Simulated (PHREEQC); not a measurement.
Make-up at 25 °C and 500 atm: 0.035 mol K2CO3, 0.00037 mol NaHCO3 and 0.00083 mol LiCl per kg of water. Closed to the air; pH follows from the charge balance.

The numbers come from PHREEQC with the ion-association model, phreeqc.dat.

```tsv
quantity	before	after
pH	10.97	10.91
ionic strength (mol/kgw)	0.104	0.0844
CO3-2 (mol/kgw)	0.0331	0.0234
HCO3- (mol/kgw)	0.00221	0.00188
Na+ (mol/kgw)	0.000302	0.0602
NaCO3- (mol/kgw)	6.73e-5	0.0101
```

Q: Which change was made?
A. K2CO3 replaced by Na2CO3 at the same molality
B. diluted 2-fold with water
C. LiCl replaced by LiOH at the same molality
D. diluted 100-fold with water
E. NaHCO3 from 0.00037 to 0.00185 mol/kgw

A: A, K2CO3 replaced by Na2CO3 at the same molality

This is a speciation only: nothing precipitates in the calculation. Under pressure, the constants of complexes without a molar volume in the database are unreliable.
